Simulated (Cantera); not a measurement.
A freely propagating, adiabatic, planar premixed flame of 39.4 % H₂, 14.1 % O₂, 46.5 % N₂, equivalence ratio 1.4, unburnt at 548 K and 105 Torr; mixture-averaged transport, grid criteria slope 0.08 and curve 0.16, no radiation.

Cantera simulation using the H2/O2 subset of GRI-Mech 3.0, which has no nitrogen chemistry; the numbers are that mechanism's predictions, not measurements. Burning velocities carry a grid error of a few per cent, more on coarse grids.

Question: Predict: laminar burning velocity; thermal thickness; peak x(HO₂); peak x(H); peak x(O); peak x(H₂O₂).

Answer: 
- laminar burning velocity = 629 cm/s
- thermal thickness = 5.43 mm
- peak x(HO₂) = 6.42e-5
- peak x(H) = 0.129
- peak x(O) = 0.0108
- peak x(H₂O₂) = 1.52e-6
